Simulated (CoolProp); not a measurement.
1-butene along the isotherm 525 K: density (kg/m³) from the reference equation and from simpler models built on Tc = 419.3 K, pc = 40.06 bar, ω = 0.192; each cubic takes its own stable root.

Model: reference Helmholtz-energy equation of state, Lemmon 2005, in CoolProp. It is a short technical equation, of lower accuracy than the large ones.

```tsv
p (bar)	phase	reference	Redlich-Kwong	Peng-Robinson
0.317	gas	0.4080	0.4080	0.4081
0.493	gas	0.6350	0.6350	0.6351
0.768	gas	0.9903	0.9905	0.9907
1.2	gas	1.550	1.551	1.551
1.86	gas	2.409	2.410	2.411
2.9	gas	3.773	3.775	3.778
4.51	gas	5.907	5.914	5.920
7.03	gas	9.308	9.324	9.340
10.9	gas	14.68	14.72	14.75
17	gas	23.53	23.64	23.71
26.5	gas	38.38	38.67	38.79
41.3	supercritical	64.53	65.38	65.31
64.3	supercritical	113.9	116.6	114.4
100	supercritical	205.4	207.7	199.9
```
